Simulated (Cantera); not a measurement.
## Silicon carbide growth: CH3SiCl3 + C2H2 + H2

A closed system holds: 1 mol CH3SiCl3, 1.4 mol C2H2, 180 mol H2, held at 100000 Pa.

Cantera equilibrium calculation (NASA polynomials, part measured and part estimated; ideal gas, pure solids and liquids). Candidate condensed phases: C, C6H6, C7H8, C8H18, Si, SiC; 109 gas species. The feed counts by its element totals alone. The tables' values for SiCl are old estimates; treat these amounts as uncertain. Gases not in the tables: Si2H6 and higher silanes. The numbers say what is thermodynamically allowed, not how fast it happens.

| T (K) | log p H2 | log p H | log p HCl | log p CH4 | log p C2H2 (acetylene) | log p Si | n SiC(s) | n C(graphite) |
|---|---|---|---|---|---|---|---|---|
| 1023 | -0.01 | -8.39 | -1.82 | -1.80 | -9.99 | <-12 | 0.927 | 0 |
| 1173 | -0.01 | -6.94 | -1.78 | -1.81 | -7.37 | <-12 | 0.998 | 0 |
| 1323 | -0.01 | -5.80 | -1.79 | -2.19 | -6.09 | <-12 | 0.999 | 1.61 |
| 1473 | -0.01 | -4.90 | -1.79 | -2.55 | -5.20 | -10.45 | 0.999 | 2.28 |
| 1623 | -0.01 | -4.16 | -1.79 | -2.84 | -4.47 | -8.75 | 0.998 | 2.52 |
| 1773 | -0.01 | -3.55 | -1.79 | -3.09 | -3.86 | -7.34 | 0.996 | 2.60 |
| 1923 | -0.01 | -3.03 | -1.79 | -3.30 | -3.35 | -6.16 | 0.994 | 2.55 |
| 2073 | -0.01 | -2.58 | -1.79 | -3.47 | -2.92 | -5.15 | 0.988 | 2.30 |
| 2223 | -0.01 | -2.20 | -1.80 | -3.62 | -2.55 | -4.28 | 0.965 | 1.73 |
| 2373 | -0.02 | -1.86 | -1.80 | -3.76 | -2.23 | -3.52 | 0.864 | 0.650 |
| 2523 | -0.02 | -1.57 | -1.81 | -3.95 | -2.07 | -2.79 | 0.358 | 0 |
log p: log10 of the partial pressure in bar; n: condensed amount in mol.

From 1023 K to 1173 K the condensed part is SiC(s). From 1323 K to 2373 K the condensed part is C(graphite) + SiC(s). At 2523 K the condensed part is SiC(s). The main Si-bearing gas is SiCl4 at 1023 K and Si at 2523 K.
